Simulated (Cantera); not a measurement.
Mixture: CH₄ : CO : O₂ : N₂ = 1 : 0.09 : 4.65 : 17.5 (molar parts), equivalence ratio 0.44, at 1430 Torr, adiabatic and at constant pressure. Ignition delay is the time to a rise of 400 K.

Computed with Cantera and GRI-Mech 3.0 (53 species, 325 reactions).

Q: Predict: delay at 1050 K; delay at 1125 K; delay at 1200 K; delay at 1275 K; delay at 1350 K; delay at 1425 K; delay at 1500 K; apparent activation energy between 1350 and 1500 K.

A: 
```json
{
 "delay at 1050 K": "0.172 s",
 "delay at 1125 K": "51.9 ms",
 "delay at 1200 K": "17.4 ms",
 "delay at 1275 K": "6.36 ms",
 "delay at 1350 K": "2.55 ms",
 "delay at 1425 K": "1.12 ms",
 "delay at 1500 K": "0.536 ms",
 "apparent activation energy between 1350 and 1500 K": "180 kJ/mol"
}
```
